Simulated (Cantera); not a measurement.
A Cantera script and what it prints.

```python
import numpy as np
import cantera as ct

gas_names = """
    S2 F2
""".split()
cond_names = """
    Pb(L) PbF2(b) PbS(s)
""".split()


def load(file, names, dense=False):
    # The tables refer to 1 bar. Condensed volumes are neglected.
    table = {s.name: s for s in ct.Species.list_from_file(file)}
    out = []
    for n in names:
        d = dict(table[n].input_data)
        d["thermo"] = dict(d["thermo"], **{"reference-pressure": 1e5})
        if dense:
            d["equation-of-state"] = {"model": "constant-volume", "density": "1e6 g/cm^3"}
        out.append(ct.Species.from_dict(d))
    return out


species = {s.name: s for s in load("nasa_gas.yaml", gas_names) + load("nasa_condensed.yaml", cond_names)}
T = 675
g = {n: (s.thermo.h(T) - T * s.thermo.s(T)) / (ct.gas_constant * T * np.log(10)) for n, s in species.items()}
valid = cond_names  # the entries whose range holds T


def stable(la, lb):
    # potentials (over RT ln 10) of the two non-metals from log10 p(S2) and log10 p(F2) in bar
    mu = {}
    mu["S"] = (g["S2"] + la) / 2
    mu["F"] = (g["F2"] + lb) / 2
    cost = {}
    for n in valid:
        c = species[n].composition
        cost[n] = (g[n] - sum(c.get(e, 0) * m for e, m in mu.items())) / c["Pb"]
    return min(cost, key=cost.get)


results = []
for lb in [0, -2.8, -5.6, -8.4, -11.1, -13.9, -16.7, -19.5, -22.3, -25.1, -27.9, -30.6, -33.4, -36.2, -39]:
    row = [stable(la, lb) for la in [-26, -24.6, -23.1, -21.7, -20.2, -18.8, -17.3, -15.9, -14.4, -13, -11.6, -10.1, -8.7, -7.2, -5.8, -4.3, -2.9, -1.4, 0]]
    results.append(row)
    print(f"{lb:6.1f}  " + " ".join(f"{valid.index(n):x}" for n in row))
print("key: " + ", ".join(f"{i:x} {n}" for i, n in enumerate(valid)))
```

Output:

```
   0.0  1 1 1 1 1 1 1 1 1 1 1 1 1 1 1 1 1 1 1
  -2.8  1 1 1 1 1 1 1 1 1 1 1 1 1 1 1 1 1 1 1
  -5.6  1 1 1 1 1 1 1 1 1 1 1 1 1 1 1 1 1 1 1
  -8.4  1 1 1 1 1 1 1 1 1 1 1 1 1 1 1 1 1 1 1
 -11.1  1 1 1 1 1 1 1 1 1 1 1 1 1 1 1 1 1 1 1
 -13.9  1 1 1 1 1 1 1 1 1 1 1 1 1 1 1 1 1 1 1
 -16.7  1 1 1 1 1 1 1 1 1 1 1 1 1 1 1 1 1 1 1
 -19.5  1 1 1 1 1 1 1 1 1 1 1 1 1 1 1 1 1 1 1
 -22.3  1 1 1 1 1 1 1 1 1 1 1 1 1 1 1 1 1 1 1
 -25.1  1 1 1 1 1 1 1 1 1 1 1 1 1 1 1 1 1 1 1
 -27.9  1 1 1 1 1 1 1 1 1 1 1 1 1 1 1 1 1 1 1
 -30.6  1 1 1 1 1 1 1 1 1 1 1 1 1 1 1 1 1 1 1
 -33.4  1 1 1 1 1 1 1 1 1 1 1 1 1 1 1 1 1 1 1
 -36.2  1 1 1 1 1 1 1 1 1 1 1 1 1 1 1 1 1 1 1
 -39.0  1 1 1 1 1 1 1 1 1 1 1 1 1 1 1 2 2 2 2
key: 0 Pb(L), 1 PbF2(b), 2 PbS(s)
```

Source: NASA polynomial tables (part measured, part estimated), evaluated in Cantera. Part of the grid cannot be reached: there another gas would pass 10 bar, or a non-metal would condense.
